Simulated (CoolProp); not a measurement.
A single-stage vapour-compression cycle with sulfur hexafluoride: evaporating at 250.15 K (dew point), condensing at 308.15 K (bubble point), superheat 8 K, subcooling 2 K, compressor efficiency 0.8, no pressure losses. Each further row changes one setting.

The numbers come from the reference Helmholtz-energy equation of state, Guder 2009 in CoolProp.

```json
[
 {"case": "as stated", "cooling COP": "1.77", "pressure ratio": "4.76", "discharge temperature (K)": "320.9", "refrigerating effect (kJ/kg)": "42.8", "volumetric capacity (kJ/m³)": "2080"},
 {"case": "evaporating temperature 255.15 K", "cooling COP": "2.08", "pressure ratio": "4.05", "discharge temperature (K)": "320.4", "refrigerating effect (kJ/kg)": "45.0", "volumetric capacity (kJ/m³)": "[?]"},
 {"case": "condensing temperature 303.15 K", "cooling COP": "2.18", "pressure ratio": "[?]", "discharge temperature (K)": "315.5", "refrigerating effect (kJ/kg)": "49.4", "volumetric capacity (kJ/m³)": "2400"},
 {"case": "subcooling 7 K", "cooling COP": "2.06", "pressure ratio": "4.76", "discharge temperature (K)": "320.9", "refrigerating effect (kJ/kg)": "49.9", "volumetric capacity (kJ/m³)": "2430"},
 {"case": "superheat 18 K", "cooling COP": "[?]", "pressure ratio": "4.76", "discharge temperature (K)": "329.3", "refrigerating effect (kJ/kg)": "[?]", "volumetric capacity (kJ/m³)": "[?]"},
 {"case": "compressor efficiency 0.7", "cooling COP": "1.55", "pressure ratio": "4.76", "discharge temperature (K)": "324.2", "refrigerating effect (kJ/kg)": "42.8", "volumetric capacity (kJ/m³)": "2080"}
]
```

**Question.** Some entries are withheld; supply them.

**Answer.** 
- evaporating temperature 255.15 K, volumetric capacity (kJ/m³): 2560
- condensing temperature 303.15 K, pressure ratio: 4.25
- superheat 18 K, cooling COP: 1.90
- superheat 18 K, refrigerating effect (kJ/kg): 49.5
- superheat 18 K, volumetric capacity (kJ/m³): 2270
